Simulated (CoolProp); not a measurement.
Vapour pressure (kPa) of R115: the reference equation beside estimates from Tc = 353.1 K, pc = 3129 kPa, ω = 0.248.

Computed with CoolProp (reference Helmholtz-energy equation of state, Lemmon 2016).

| T (K) | reference | Lee-Kesler | van der Waals | Redlich-Kwong | Soave-Redlich-Kwong | Peng-Robinson |
|---|---|---|---|---|---|---|
| 279.1 | 529.5 | 533.3 | 1134 | 706.0 | 535.4 | … |
| 288.7 | 699.6 | 704.8 | 1326 | 896.7 | 709.5 | 700.3 |
| 298.4 | 909.5 | 916.2 | 1538 | 1122 | … | 912.8 |
| 308.1 | 1163 | 1171 | 1771 | … | 1185 | 1170 |
| 317.7 | 1462 | 1472 | 2022 | 1680 | 1491 | 1475 |
| 327.4 | 1819 | 1832 | 2296 | 2019 | 1856 | 1839 |
| 337.1 | 2242 | 2257 | 2593 | 2401 | 2281 | 2267 |
| 346.8 | 2744 | 2757 | 2911 | 2827 | 2772 | 2765 |

**Question.** Complete the blanks.

**Answer.** 
- 279.1, Peng-Robinson: 528.8
- 298.4, Soave-Redlich-Kwong: 924.9
- 308.1, Redlich-Kwong: 1384

Absolute difference from the reference over all 8 rows, mean and median: Lee-Kesler 0.7 and 0.7 %, van der Waals 51.4 and 45.3 %, Redlich-Kwong 17.5 and 17.0 %, Soave-Redlich-Kwong 1.6 and 1.7 %, Peng-Robinson 0.6 and 0.7 %.
